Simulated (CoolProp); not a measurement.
Computed with CoolProp (reference Helmholtz-energy equation of state, Younglove 1994). It is a modified Benedict-Webb-Rubin equation, recast in Helmholtz form.

### Question
Give the vapour pressure (MPa), enthalpy of vaporisation (kJ/kg), liquid cp (kJ/(kg K)), liquid viscosity (µPa s) of saturated R123 at 443.3 K.

### Answer
```json
[
 {"T (K)": "443.3", "p (MPa)": "2.94", "enthalpy of vaporisation (kJ/kg)": "66.0", "liquid cp (kJ/(kg K))": "1.99", "liquid viscosity (µPa s)": "82.5"}
]
```

Viscosity comes from a separate model (Tanaka 1996).
